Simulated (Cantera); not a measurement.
Input: 1 mol CH3Cl, 0.16 mol HCl, at 600 °C and 0.0170 bar.

These are equilibrium values from Cantera (NASA tables, ideal gas, pure condensed phases), not measurements of a reactor. Candidate condensed phases: C, C6H6, C7H8, C8H18; 91 gas species. The numbers say what is thermodynamically allowed, not how fast it happens.

Base state: HCl 0.538, H2 0.460, CH4 0.00162 (mole fractions); condensed: C(graphite).

Task: What changes in the equilibrium state with this change: pressure from 0.0170 bar to 0.0133 bar?

Result: 
```json
[
 {"species": "HCl", "before": "0.538", "after": "0.538"},
 {"species": "H2", "before": "0.460", "after": "0.461"},
 {"species": "CH4", "before": "0.00162", "after": "0.00127"},
 {"species": "C(graphite), mol", "before": "0.997", "after": "0.997"}
]
```
